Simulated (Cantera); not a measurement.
Equilibrium for silicon epitaxy and polysilicon growth: SiHCl3 + N2

Feed: 1 mol SiHCl3, 90 mol N2, held at 2.80 mbar.

Method: chemical equilibrium by Gibbs-energy minimisation in Cantera with the NASA 1993 tables (ideal gas, pure condensed phases). Candidate condensed phases: NH4Cl, Si, Si3N4; 28 gas species. N2 is the only nitrogen source here; it is nearly inert below about 1500 K, so the nitride shown seldom forms there in practice. The tables' values for SiCl3 are old estimates; treat these amounts as uncertain. Equilibrium is a limit: real reactors are often held back by kinetics, nucleation or transport.

From 1200 K to 1425 K the condensed part is Si3N4(s). From 1450 K to 1525 K nothing is condensed. The main Si-bearing gas is SiCl4 at 1200 K and SiCl2 at 1525 K.

| T (K) | log p N2 | log p HCl | log p SiCl2 | log p SiCl4 | log p SiCl3 | n Si3N4(s) |
|---|---|---|---|---|---|---|
| 1200 | -2.56 | -4.53 | -5.83 | -4.86 | -5.82 | 0.151 |
| 1225 | -2.56 | -4.53 | -5.60 | -4.89 | -5.69 | 0.144 |
| 1250 | -2.56 | -4.53 | -5.38 | -4.93 | -5.59 | 0.133 |
| 1275 | -2.56 | -4.53 | -5.19 | -5.00 | -5.50 | 0.119 |
| 1300 | -2.56 | -4.54 | -5.01 | -5.09 | -5.44 | 0.0998 |
| 1325 | -2.56 | -4.54 | -4.87 | -5.22 | -5.41 | 0.0776 |
| 1350 | -2.56 | -4.54 | -4.75 | -5.40 | -5.42 | 0.0542 |
| 1375 | -2.56 | -4.55 | -4.66 | -5.61 | -5.47 | 0.0327 |
| 1400 | -2.56 | -4.56 | -4.60 | -5.87 | -5.55 | 0.0147 |
| 1425 | -2.56 | -4.57 | -4.56 | -6.15 | -5.65 | 0.000215 |
| 1450 | -2.56 | -4.57 | -4.56 | -6.26 | -5.69 | 0 |
| 1475 | -2.56 | -4.56 | -4.55 | -6.37 | -5.73 | 0 |
| 1500 | -2.56 | -4.56 | -4.55 | -6.49 | -5.77 | 0 |
| 1525 | -2.56 | -4.55 | -4.54 | -6.61 | -5.81 | 0 |
log p: log10 of the partial pressure in bar; n: condensed amount in mol.
